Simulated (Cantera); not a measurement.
Equilibrium for titanium nitride, carbide and oxide coatings: TiCl4 + O2

A closed system holds: 1 mol TiCl4, 14 mol O2, at 798 K and 10.0 mbar.

Cantera equilibrium calculation (NASA polynomials, part measured and part estimated; ideal gas, pure solids and liquids). Candidate condensed phases: Ti, TiCl2, TiCl3, TiCl4, TiO, TiO2, Ti2O3, Ti3O5, Ti4O7; 15 gas species. Condensed phases not in the tables: TiOCl. Equilibrium is a limit: real reactors are often held back by kinetics, nucleation or transport.

The x(O2) is 0.867, the x(Cl2) comes out as 0.133 and the x(Cl) is 3.26e-5. The n(TiO2(rutile)) comes out as 1.00 mol, the gas amount is 15.00 mol and the log10 activity of TiCl4(l) (absent) is -14.12. The log10 activity of Ti4O7(s) (absent) is -18.17 and the log10 activity of Ti3O5(s) (absent) comes out as -18.55.
